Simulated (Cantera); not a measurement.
Charge: 1 mol SiHCl3, a varied amount of NH3, at 550 °C and 0.790 bar.

Method: chemical equilibrium by Gibbs-energy minimisation in Cantera with the NASA 1993 tables (ideal gas, pure condensed phases). Candidate condensed phases: NH4Cl, Si, Si3N4; 28 gas species. The numbers say what is thermodynamically allowed, not how fast it happens.

### Question
What share of the Si ends up in condensed phases as a function of n(NH3) (mol), at 0.89, 1.3, 2, 2.9, 4.4, 6.6, 9.8, 15, 22?

### Answer
```csv
n(NH3) (mol),Si condensed (%),as
0.89,46.7,Si3N4(s)
1.3,53.4,Si3N4(s)
2,62.5,Si3N4(s)
2.9,71.6,Si3N4(s)
4.4,82.4,Si3N4(s)
6.6,91.3,Si3N4(s)
9.8,96.7,Si3N4(s)
15,99.0,Si3N4(s)
22,99.7,Si3N4(s)
```
